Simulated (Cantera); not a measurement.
A closed system holds: 1 mol SiO₂, 2.7 mol F₂, a varied amount of H₂, at 873.15 K and 42.8 Torr.

Method: chemical equilibrium by Gibbs-energy minimisation in Cantera with the NASA 1993 tables (ideal gas, pure condensed phases). Candidate condensed phases: H₂O, Si, SiO₂; 38 gas species. Kinetics and transport are ignored.

x: gas mole fraction; n: condensed amount in mol.

```
n(H₂) (mol)      x H₂   x H₂O    x HF  x SiF₄    x O₂   x H₂F₂  x SiHF₃  n SiO₂(β-quartz)
-----------  --------  ------  ------  ------  ------  -------  -------  ----------------
1.6          3.00e-12   0.234   0.364   0.260   0.143  4.95e-7   <1e-12                 0
2.4               ___     ___   0.368     ___     ___  5.06e-7   <1e-12               ___
3.7             0.182   0.331   0.321   0.166  <1e-12  3.86e-7  1.86e-8            0.0908
5.6               ___     ___     ___     ___  <1e-12      ___      ___               ___
8.5             0.561   0.166   0.191  0.0828  <1e-12  1.36e-7  4.82e-8             0.144
13              0.692   0.111   0.141  0.0554  <1e-12  7.47e-8  5.39e-8             0.175
20              0.790  0.0721   0.102  0.0360  <1e-12  3.92e-8  5.52e-8             0.210
30              0.855  0.0473  0.0745  0.0236  <1e-12  2.08e-8  5.37e-8             0.245
```

**Question.** Fill in the missing entries.

**Answer.** 
- 5.6, x H₂: 0.391
- 5.6, x H₂O: 0.239
- 5.6, x HF: 0.251
- 5.6, x SiF₄: 0.119
- 5.6, x H₂F₂: 2.36e-7
- 5.6, x SiHF₃: 3.69e-8
- 5.6, n SiO₂(β-quartz): 0.115
- 2.4, x H₂: 9.74e-12
- 2.4, x H₂O: 0.375
- 2.4, x SiF₄: 0.222
- 2.4, x O₂: 0.0349
- 2.4, n SiO₂(β-quartz): 0.0449
